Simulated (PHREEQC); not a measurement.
0.033 g of hydrous ferric oxide (600 m²/g; 0.2 weak and 0.005 strong sites per Fe, Dzombak-Morel constants, diffuse double layer) in 1 kg of water with 0.3 mol/kgw of an inert sodium salt and 4.1e-06 mol Na2SeO3 and 1.4e-06 mol Na2SeO4, at 25 °C; the pH is set by adding NaOH or the inert anion's acid. The system is closed to oxygen. The system is closed to CO2. Precipitation was switched off in this run.

Model: ion-association model, wateq4f.dat, run in PHREEQC.

Q: Predict surface charge σ (C/m²), surface potential ψ (mV) at pH = 4, 7.5, 8, 9.5, 10.

A: 
```csv
pH,surface charge σ (C/m²),surface potential ψ (mV)
4,0.316,118
7.5,0.026,20
8,0.000,0
9.5,-0.088,-57
10,-0.132,-75
```

The database's selenite sorption wasn't checked against measurements; a fall in acid may be a fault of its surface constants.
